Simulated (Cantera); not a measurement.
Feed: 1 mol Fe2O3, 0.065 mol HCl, 0.015 mol O2, 0.82 mol Cl2, at 1323 K and 0.133 bar.

Cantera equilibrium calculation (NASA polynomials, part measured and part estimated; ideal gas, pure solids and liquids). Candidate condensed phases: Fe, FeCl2, FeCl3, FeO, Fe(OH)2, Fe(OH)3, Fe2O3, Fe3O4, H2O; 22 gas species. The numbers say what is thermodynamically allowed, not how fast it happens.

Base state: Cl2 0.347, O2 0.251, FeCl3 0.221, FeCl2 0.0933, HCl 0.0621, Cl 0.0245, Fe2Cl6 0.000253, Fe2Cl4 0.000205 (mole fractions); condensed: Fe2O3(s).

What changes in the equilibrium state with this change: 0.45 mol NH3 added?


```json
[
 {"species": "HCl", "before": "0.0621", "after": "0.670"},
 {"species": "N2", "before": "0", "after": "0.123"},
 {"species": "H2O", "before": "0.000120", "after": "0.0510"},
 {"species": "Cl2", "before": "0.347", "after": "0.0370"},
 {"species": "O2", "before": "0.251", "after": "0.0376"},
 {"species": "FeCl3", "before": "0.221", "after": "0.0319"},
 {"species": "Cl", "before": "0.0245", "after": "0.00799"},
 {"species": "FeCl2", "before": "0.0933", "after": "0.0412"},
 {"species": "NO", "before": "0", "after": "7.66e-5"},
 {"species": "Fe2Cl6", "before": "0.000253", "after": "5.26e-6"},
 {"species": "OH", "before": "8.17e-7", "after": "1.05e-5"},
 {"species": "ClO", "before": "0.000142", "after": "1.79e-5"},
 {"species": "Fe2O3(s), mol", "before": "0.835", "after": "0.933"}
]
```
Further candidate phases: NH4Cl.

What changes in the equilibrium state with this change: Fe2O3 replaced by B?


```json
[
 {"species": "BCl3", "before": "0", "after": "0.892"},
 {"species": "HCl", "before": "0.0621", "after": "0.0742"},
 {"species": "B3O3Cl3", "before": "0", "after": "0.0163"},
 {"species": "Cl2", "before": "0.347", "after": "2.60e-9"},
 {"species": "O2", "before": "0.251", "after": "<1e-9"},
 {"species": "FeCl3", "before": "0.221", "after": "0"},
 {"species": "FeCl2", "before": "0.0933", "after": "0"},
 {"species": "H2", "before": "<1e-9", "after": "0.0163"},
 {"species": "Cl", "before": "0.0245", "after": "2.12e-6"},
 {"species": "BCl2", "before": "0", "after": "0.000597"},
 {"species": "BOCl", "before": "0", "after": "0.000407"},
 {"species": "Fe2Cl6", "before": "0.000253", "after": "0"},
 {"species": "Fe2Cl4", "before": "0.000205", "after": "0"},
 {"species": "ClO", "before": "0.000142", "after": "<1e-9"},
 {"species": "Fe2O3(s), mol", "before": "0.835", "after": "0"},
 {"species": "B(s), mol", "before": "0", "after": "0.427"}
]
```
The tables' values for BCl2, BOCl, BCl are old estimates; treat these amounts as uncertain. Gases not in the tables: BHCl2. Further candidate phases: B, B2O3, B3O3H3.
